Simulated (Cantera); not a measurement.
A perfectly stirred reactor is fed with CH4 : O2 : N2 = 1 : 1.33 : 5.01 (molar parts), at 7500 Torr; it is adiabatic with a 700 K inlet, and is followed from long to short residence time, starting on the burning branch (τ in s: 0.021, 0.0097, 0.0046, 0.0022, 0.001, 0.00048, 0.00023, 0.00011, 5e-05).

Cantera simulation using GRI-Mech 3.0 (53 species, 325 reactions); the numbers are that mechanism's predictions, not measurements.

Predict: blow-out, bracketed by the residence times tried; x(CH4) at τ = 21.0 ms; x(O2) at τ = 21.0 ms; x(C2H2) at τ = 21.0 ms; x(NO) at τ = 21.0 ms; x(CH3) at τ = 21.0 ms; x(CH4) at τ = 1.00 ms; x(O2) at τ = 1.00 ms; x(C2H2) at τ = 1.00 ms; x(NO) at τ = 1.00 ms; x(CH3) at τ = 1.00 ms.


```
Property                                                                        Value
------------------------------------------------  -----------------------------------
blow-out, bracketed by the residence times tried  burning at 0.110 ms, out at 50.0 µs
x(CH4) at τ = 21.0 ms                                                        0.000463
x(O2) at τ = 21.0 ms                                                          7.70e-5
x(C2H2) at τ = 21.0 ms                                                        5.22e-5
x(NO) at τ = 21.0 ms                                                          8.29e-5
x(CH3) at τ = 21.0 ms                                                         6.00e-5
x(CH4) at τ = 1.00 ms                                                         0.00322
x(O2) at τ = 1.00 ms                                                          0.00130
x(C2H2) at τ = 1.00 ms                                                        0.00159
x(NO) at τ = 1.00 ms                                                          7.12e-5
x(CH3) at τ = 1.00 ms                                                        0.000531
```
